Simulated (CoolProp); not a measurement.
The fluid at 88.91 K and 0.0338 MPa flows at 0.53 m/s in a round tube of 10 mm bore and 1.5 µm roughness, fully developed (64/Re and Nu = 3.66 if laminar; Colebrook and Gnielinski if turbulent). The same conditions are run with several fluids, on thermodynamics alone (safety and materials aside).

Values from CoolProp's reference Helmholtz-energy equation of state of each fluid (oxygen: Schmidt 1985; nitrogen: Span 2000; normal hydrogen: Leachman 2009; dry air: Lemmon 2000). Blends and air are pseudo-pure fits.

Task: Rank oxygen, nitrogen, normal hydrogen, dry air by Reynolds number, highest first.

Result: oxygen (1140), dry air (1120), nitrogen (1110), normal hydrogen (130)

```
fluid            Darcy friction factor  pressure drop (Pa/m)  heat-transfer coefficient (W/(m² K))  mass flow (kg/h)
---------------  ---------------------  --------------------  ------------------------------------  ----------------
oxygen                          0.0559                  1.16                                  2.89             0.222
nitrogen                        0.0577                  1.05                                  3.01             0.194
normal hydrogen                  0.494                 0.640                                  22.4            0.0138
dry air                         0.0571                  1.07                                  3.04             0.200
```

Transport values come from each fluid's own correlations.
